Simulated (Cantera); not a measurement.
Cantera with NASA thermochemical tables; ideal gases at 1 bar, condensed phases pure. Values are per mole of reaction as written; species without (g) are pure solids or liquids, kept so even where they would boil at 1 bar.

Problem. Between 1550 and 2550 K, where is each reaction favourable under standard conditions?
- NO2(g) + 2 NbO2(g) = NO(g) + Nb2O5

Solution. 
- NO2(g) + 2 NbO2(g) = NO(g) + Nb2O5: ΔG° is -817 kJ at 1550 K and -515 kJ at 2550 K; it stays negative (K > 1). ΔH° is -1192 kJ and ΔS° -265 J/K at 2550 K.
